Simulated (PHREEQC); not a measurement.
0.31 g of hydrous ferric oxide (600 m²/g; 0.2 weak and 0.005 strong sites per Fe, Dzombak-Morel constants, diffuse double layer) in 1 kg of water with 0.01 mol/kgw of an inert sodium salt and 0.001 mol BaCl2, at 25 °C; the pH is set by adding NaOH or the inert anion's acid. Oxygen alone is held at its pressure in air (log pO2 = -0.68). CO2 from the air is kept out. Nothing may precipitate in this run.

Computed with PHREEQC (ion-association model, wateq4f.dat).

**Question.** Predict Ba sorbed (%) at pH = 7, 8.5.

**Answer.** 
```
pH   Ba sorbed (%)
---  -------------
7              0.9
8.5            2.9
```

The oxide is taken as insoluble; below pH 4 it would dissolve.
